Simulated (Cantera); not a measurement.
Input: 1 mol SiH₂Cl₂, 0.13 mol C₂H₄, 28 mol H₂, equilibrated at 2050 K and 0.140 bar.

Equilibrium computed with Cantera from the NASA thermochemical tables; the gas is ideal and each condensed phase is pure. Candidate condensed phases: C, C₆H₆, C₇H₈, C₈H₁₈, Si, SiC; 109 gas species. Mutual solubility and eutectic melting of coexisting phases are not modelled. The tables' values for SiCl, SiCl₃ are old estimates; treat these amounts as uncertain. Gases not in the tables: Si₂H₆ and higher silanes. Equilibrium is a limit: real reactors are often held back by kinetics, nucleation or transport.

Base state: H₂ 0.934, HCl 0.0521, SiCl₂ 0.00657, H 0.00586, Si 0.000552, SiCl 0.000262, Cl 0.000242, SiH₂ 0.000131 (mole fractions); condensed: Si(l) + SiC(s).

Q: What changes in the equilibrium state with this change: H₂ from 28 to 54 mol?

A: 
| species | before | after |
|---|---|---|
| H₂ | 0.934 | 0.960 |
| HCl | 0.0521 | 0.0307 |
| H | 0.00586 | 0.00594 |
| SiCl₂ | 0.00657 | 0.00222 |
| SiCl₃ | 2.57e-5 | 5.02e-6 |
| Cl | 0.000242 | 0.000141 |
| SiCl | 0.000262 | 0.000152 |
| Si(l), mol | 0.506 | 0.559 |
| SiC(s), mol | 0.259 | 0.258 |
The tables' values for SiCl are old estimates; treat these amounts as uncertain.
